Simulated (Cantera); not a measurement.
An adiabatic, constant-volume homogeneous reactor starts with CH4 : C2H6 : C3H8 : O2 : N2 : H2O = 1 : 0.3 : 0.05 : 10.6 : 40 : 3.6 (molar parts), equivalence ratio 0.31, at 1400 K and 13.8 atm. Integrator tolerance rtol = 1e-08.

Cantera simulation using GRI-Mech 3.0 (53 species, 325 reactions); the numbers are that mechanism's predictions, not measurements. The pressure lies above the range GRI-Mech 3.0 was tuned for (to about 10 atm).

What does this change do: H2O 3.6 to 1.7 parts?


| quantity | before | after |
|---|---|---|
| time of steepest temperature rise | 60.4 µs | 57.9 µs |
| temperature at 0.300 s | 2165 K | 2199 K |
| equilibrium temperature | 2165 K | 2199 K |
| x(CH4) at 0.300 s | <1e-12 (gas-phase equilibrium <1e-12) | <1e-12 (gas-phase equilibrium <1e-12) |
| x(C2H6) at 0.300 s | <1e-12 (gas-phase equilibrium <1e-12) | <1e-12 (gas-phase equilibrium <1e-12) |
| x(C3H8) at 0.300 s | <1e-12 (gas-phase equilibrium <1e-12) | <1e-12 (gas-phase equilibrium <1e-12) |
| x(CO2) at 0.300 s | 0.0313 (gas-phase equilibrium 0.0313) | 0.0324 (gas-phase equilibrium 0.0324) |
| x(C2H4) at 0.300 s | <1e-12 (gas-phase equilibrium <1e-12) | <1e-12 (gas-phase equilibrium <1e-12) |
| x(H) at 0.300 s | 8.07e-6 (gas-phase equilibrium 8.06e-6) | 9.25e-6 (gas-phase equilibrium 9.25e-6) |
